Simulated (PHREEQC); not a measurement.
CaCl2 is added in steps, without added water, to 1 kg of water holding 23 mmol/kgw NH4HF2, 0.034 mmol/kgw (NH4)2SiF6, 0.29 mmol/kgw HBF4 and 50 mmol/kgw H2SO4, at 26 °C. Oxygen alone is held at its pressure in air (log pO2 = -0.68). CO2 from the air is kept out. Only these solids could form: Gypsum, Fluorite, Portlandite, Chalcedony.

Base run: PHREEQC, ion-association model, wateq4f.dat. Each further column changes one thing. The table gives Ca in solution (mol/kgw).

```
CaCl2 added (mol)     base  all activity coefficients set to 1  Davies equation for every ion  metal-ligand complexes left out  Debye-Hückel limiting law
-----------------  -------  ----------------------------------  -----------------------------  -------------------------------  -------------------------
0                        0                                   0                              0                                0                          0
0.0125             0.00146                             0.00135                        0.00140                              [?]                    0.00177
0.025              0.00770                             0.00743                        0.00757                          0.00697                    0.00840
0.0375              0.0182                              0.0143                         0.0181                           0.0176                     0.0190
0.05                0.0298                                 [?]                         0.0296                              [?]                        [?]
0.0625              0.0379                              0.0219                         0.0369                              [?]                     0.0429
0.075               0.0452                              0.0283                         0.0439                           0.0374                     0.0551
0.0875              0.0535                              0.0365                         0.0519                              [?]                     0.0675
0.1                 0.0627                                 [?]                         0.0607                           0.0548                     0.0799
```

**Question.** Fill in the missing entries.

**Answer.** 
- 0.0125, metal-ligand complexes left out: 0.00103
- 0.05, all activity coefficients set to 1: 0.0174
- 0.05, metal-ligand complexes left out: 0.0240
- 0.05, Debye-Hückel limiting law: 0.0308
- 0.0625, metal-ligand complexes left out: 0.0302
- 0.0875, metal-ligand complexes left out: 0.0457
- 0.1, all activity coefficients set to 1: 0.0461

wateq4f.dat counts part of the HF as a dimer, H2F2, which phreeqc.dat doesn't know; its constant is uncertain. SiF6-2 is the database's only silicon fluoride. Real BF4- forms and hydrolyses slowly; the run takes it at equilibrium.
